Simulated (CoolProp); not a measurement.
Model: reference Helmholtz-energy equation of state, Lemmon 2005, in CoolProp.

Q: Give the vapour pressure (bar), liquid density (kg/m³), liquid cp (kJ/(kg K)) of saturated R125 at 196.5, 267.3 K.

A: 
```tsv
T (K)	p (bar)	liquid density (kg/m³)	liquid cp (kJ/(kg K))
196.5	0.195	1610	1.06
267.3	5.55	1350	1.23
```
